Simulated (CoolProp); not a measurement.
Octamethylcyclotetrasiloxane (D4) along the isotherm 286.95 °C: Z from the reference equation and from simpler models built on Tc = 313.4 °C, pc = 1347 kPa, ω = 0.598; each cubic takes its own stable root.

Computed with CoolProp (reference Helmholtz-energy equation of state, Thol 2015).

| p (kPa) | phase | reference |
|---|---|---|
| 6.39 | gas | 0.9980 |
| 9.64 | gas | 0.9970 |
| 14.5 | gas | 0.9955 |
| 21.9 | gas | 0.9932 |
| 33.1 | gas | 0.9896 |
| 49.9 | gas | 0.9843 |
| 75.3 | gas | 0.9762 |
| 114 | gas | 0.9636 |
| 171 | gas | 0.9446 |
| 259 | gas | 0.9139 |
| 390 | gas | 0.8651 |
| 589 | gas | 0.7806 |
| 1340 | liquid | 0.1496 |
| 2020 | liquid | 0.2176 |

Task: How far does each simpler model (van der Waals, Redlich-Kwong, Soave-Redlich-Kwong, Peng-Robinson) lie from the reference over these 14 states: mean and median of the absolute difference, and the worst?

Result: 
- van der Waals: mean 9.7 %, median 0.7 %, worst +66.2 % at 286.95 °C and 1340 kPa
- Redlich-Kwong: mean 4.1 %, median 0.2 %, worst +29.1 % at 286.95 °C and 1340 kPa
- Soave-Redlich-Kwong: mean 2.7 %, median 0.1 %, worst +19.3 % at 286.95 °C and 1340 kPa
- Peng-Robinson: mean 0.9 %, median 0.2 %, worst +6.1 % at 286.95 °C and 1340 kPa
